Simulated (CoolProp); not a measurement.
Vapour-liquid equilibrium of cyclohexane (1) + n-nonane (2) at 40.25 °C; x and y are mole fractions of (1).

Values from CoolProp's multi-fluid Helmholtz-energy mixture model, Zhou 2014 and Lemmon 2006; pair parameters Bell 2016.

Problem. Give the bubble pressure and the first vapour's composition at x = 0.2, 0.425, 0.875. Is there an azeotrope?

Solution. x = 0.2: 0.006318 MPa, y = 0.815; x = 0.425: 0.01123 MPa, y = 0.923; x = 0.875: 0.02185 MPa, y = 0.992. No azeotrope shows between x = 0.05 and 0.95.

Pair parameters are fitted to limited data, so mixtures are less certain than the pure fluids. The gap from Raoult's law changes sign with composition, which may be real or a fault of the pair parameters; it wasn't checked against measurements.
